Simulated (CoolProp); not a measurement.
Saturation properties of R152A.

The numbers come from the reference Helmholtz-energy equation of state, Outcalt 1996 in CoolProp. It is a modified Benedict-Webb-Rubin equation, recast in Helmholtz form.

| T (°C) | p (MPa) | liquid density (kg/m³) | vapour Z | liquid conductivity (mW/(m K)) |
|---|---|---|---|---|
| -23.55 | 0.1035 | 1010 | 0.9565 | 124 |
| -20.35 | 0.1189 | ___ | 0.9522 | ___ |
| -17.15 | 0.1361 | 996.7 | 0.9477 | 121 |
| -14.05 | ___ | 990.0 | 0.9430 | 119 |
| -10.85 | 0.1756 | 983.1 | 0.9379 | 118 |
| -7.65 | 0.1988 | 976.1 | ___ | 116 |
| -4.45 | 0.2243 | 969.1 | 0.9269 | 115 |
| -1.25 | 0.2523 | 961.9 | 0.9209 | 113 |
| 1.95 | 0.2830 | 954.7 | 0.9147 | 112 |
| 5.15 | 0.3164 | 947.4 | 0.9081 | 110 |

**Question.** Complete the blanks.

**Answer.** 
- -20.35, liquid density (kg/m³): 1003
- -20.35, liquid conductivity (mW/(m K)): 122
- -14.05, p (MPa): 0.1545
- -7.65, vapour Z: 0.9325

It boils at -24.0 °C under 1 atm.

Thermal conductivity comes from a separate model (Krauss 1996).
